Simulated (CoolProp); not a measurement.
Vapour-liquid equilibrium of R143a (1) + R152A (2) at 0.225 bar; x and y are mole fractions of (1).

Values from CoolProp's multi-fluid Helmholtz-energy mixture model, Lemmon and Jacobsen 2000 and Outcalt 1996; pair parameters Bell 2016.

Problem. Give the bubble temperature and the first vapour's composition at x = 0.25, 0.55, 0.65. Is there an azeotrope?

Solution. x = 0.25: -63.2 °C, y = 0.581; x = 0.55: -69.1 °C, y = 0.816; x = 0.65: -70.5 °C, y = 0.865. No azeotrope shows between x = 0.05 and 0.95.

The pair parameters rest on a limited set of measurements; away from them the model extrapolates.
